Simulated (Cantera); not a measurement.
Charge: 1 mol V₂O₃, 31 mol H₂, at 1700 K and 63.0 Pa.

Method: chemical equilibrium by Gibbs-energy minimisation in Cantera with the NASA 1993 tables (ideal gas, pure condensed phases). Candidate condensed phases: H₂O, V, VO, V₂O₃, V₂O₄, V₂O₅; 12 gas species. Mutual solubility and eutectic melting of coexisting phases are not modelled. VO: taken at fixed stoichiometry. Condensed phases not in the tables: the oxides between V₂O₃ and V₂O₅ other than VO₂. The numbers say what is thermodynamically allowed, not how fast it happens.

Base state: H₂ 0.984, H₂O 0.00958, H 0.00582, VO₂ 8.66e-5, VO 1.24e-5 (mole fractions); condensed: VO(s) + V₂O₃(s).

### Question
What changes in the equilibrium state with this change: temperature from 1700 K to 1850 K?

### Answer
```
species        before     after
------------  -------  --------
H₂              0.984     0.960
H             0.00582    0.0210
H₂O           0.00958    0.0169
VO₂           8.66e-5   0.00170
VO            1.24e-5  0.000248
OH            2.93e-6   2.74e-5
VO(s), mol      0.598      1.11
V₂O₃(s), mol    0.699     0.414
```
